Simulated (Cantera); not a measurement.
Input (Python, Cantera) and output of one run.

```python
import numpy as np
import cantera as ct

gas_names = [...]  # 130 gases of nasa_gas.yaml made of C, H, Mg, O, S
cond_names = """
    C(gr) C6H6(L) C7H8(L) C8H18(L),n-octa H2O(s) H2O(L) H2SO4(L) Mg(cr) Mg(L) MgCO3(s) MgO(s) MgO(L)
    MgO2H2(s) MgS(s) MgSO4(s) MgSO4(L) S(cr1) S(cr2) S(L)
""".split()


# ... load() reads the species with a 1 bar reference pressure and builds the phases ...
atoms = {
    'MgO': {'Mg': 1, 'O': 1},
    'H2S': {'H': 2, 'S': 1},
    'CO2': {'C': 1, 'O': 2},
}
top_T = {'C(gr)': 4500, 'MgS(s)': 2250}  # K; cautious upper limits of use, not melting points


# ... equilibrate(T, P, feed) seeds the gas with the atoms and calls Mixture.equilibrate('TP', solver="vcs", rtol=1e-11, max_steps=5000) ...
results = []
feed = {'MgO': 1, 'H2S': 0.37, 'CO2': 0.79}  # mol
P = 13332.2  # Pa
for T in [873, 973, 1073, 1173, 1273, 1373, 1473, 1573, 1673, 1773]:
    mix = equilibrate(T, P, feed)
    results.append((T, P, feed, dict(zip(mix.species_names, mix.species_moles))))

top = {s: max(r[3][s] / sum(r[3][g] for g in gas_names) for r in results) for s in gas_names}
cols = sorted((s for s in top if top[s] > 0.0001), key=lambda s: -top[s])[:5]
seen = [c for c in cond_names if any(r[3].get(c, 0) > 1e-12 for r in results)]
print("log10 of partial pressures in bar; condensed amounts in mol")
print(f"{'T/K':>10s}" + "".join(f"{s[:9]:>10s}" for s in cols + seen))
for T, P, feed, n in results:
    ng = sum(n[g] for g in gas_names)
    print(f"{T:10.4g}" + "".join(f"{np.log10(max(n[s] / ng * P / 1e5, 1e-99)):10.3f}" for s in cols)
          + "".join(f"{n.get(c, 0):10.4g}" for c in seen))
```

It prints:

```
log10 of partial pressures in bar; condensed amounts in mol
       T/K       CO2        CO       H2S       H2O        S2    MgO(s)
       873    -1.090    -2.411    -1.485    -2.098    -2.612         1
       973    -1.122    -2.084    -1.567    -1.931    -2.290         1
      1073    -1.162    -1.868    -1.691    -1.795    -2.076         1
      1173    -1.205    -1.727    -1.856    -1.697    -1.942         1
      1273    -1.247    -1.633    -2.049    -1.633    -1.867         1
      1373    -1.287    -1.563    -2.252    -1.598    -1.834         1
      1473    -1.331    -1.502    -2.447    -1.584    -1.833         1
      1573    -1.382    -1.447    -2.623    -1.584    -1.854         1
      1673    -1.440    -1.398    -2.782    -1.593    -1.891         1
      1773    -1.503    -1.356    -2.926    -1.607    -1.940         1
```

Method: chemical equilibrium by Gibbs-energy minimisation in Cantera with the NASA 1993 tables (ideal gas, pure condensed phases). Gases not in the tables: S3 to S7.
